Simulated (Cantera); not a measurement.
Feed: 1 mol C₂H₅OH, 0.12 mol NH₃, a varied amount of H₂, 0.091 mol H₂O, at 6.40 bar.

These are equilibrium values from Cantera (NASA tables, ideal gas, pure condensed phases), not measurements of a reactor. Candidate condensed phases: C, C₆H₆, C₇H₈, C₈H₁₈, H₂O; 136 gas species. The numbers say what is thermodynamically allowed, not how fast it happens.

Stable condensed phases, one row left out:

```
T in K \ n(H₂) in mol
         0.36 0.57 0.88  1.4  2.1  3.3  5.1    8   12   19   30   46
   1323     A    A    A    A    A    A    A    A    A    A    B    B
   1298     A    A    A    A    A    A    A    A    A    A    B    B
   1273     A    A    A    A    A    A    A    A    A    B    B    B
   1248     A    A    A    A    A    A    A    A    A    B    B    B
   1223     A    A    A    A    A    A    A    A    A    B    B    B
   1173     A    A    A    A    A    A    A    A    B    B    B    B
   1148     A    A    A    A    A    A    A    A    B    B    B    B
   1123     A    A    A    A    A    A    A    B    B    B    B    B
```

A: C; B: gas only.

Question: Give the row for 1198 K.

Answer: 0.36: C; 0.57: C; 0.88: C; 1.4: C; 2.1: C; 3.3: C; 5.1: C; 8: C; 12: gas only; 19: gas only; 30: gas only; 46: gas only.
